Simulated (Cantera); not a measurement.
Charge: 1 mol Si3N4, a varied amount of HF, held at 827 °C and 140 Pa.

Equilibrium computed with Cantera from the NASA thermochemical tables; the gas is ideal and each condensed phase is pure. Candidate condensed phases: Si, Si3N4; 37 gas species. The tables' values for SiF3 are old estimates; treat these amounts as uncertain. Equilibrium is a limit: real reactors are often held back by kinetics, nucleation or transport.

x: gas mole fraction; n: condensed amount in mol.

```
n(HF) (mol)     x HF   x H2  x SiF4    x N2   x SiHF3    x SiF3    x SiF2  n Si3N4(s)
-----------  -------  -----  ------  ------  --------  --------  --------  ----------
2.3          0.00193  0.544   0.271   0.182  0.000729  0.000591   1.90e-6  (withheld)
3.7          0.00193  0.544   0.271   0.182  0.000729  0.000591   1.90e-6  (withheld)
5.8          0.00193  0.544   0.271   0.182  0.000729  0.000591   1.90e-6  (withheld)
9            0.00193  0.544   0.271   0.182  0.000729  0.000591   1.90e-6  (withheld)
14             0.154  0.462   0.231   0.154   6.61e-6   5.82e-6  2.17e-10           0
22             0.476  0.286   0.143  0.0952   8.19e-7   9.16e-7  8.68e-12           0
35             0.676  0.176  0.0882  0.0588   2.20e-7   3.13e-7  1.64e-12           0
54             0.792  0.113  0.0566  0.0377   7.73e-8   1.37e-7    <1e-12           0
```

Some entries are withheld; supply them.


- 2.3, n Si3N4(s): 0.808
- 3.7, n Si3N4(s): 0.692
- 5.8, n Si3N4(s): 0.517
- 9, n Si3N4(s): 0.250
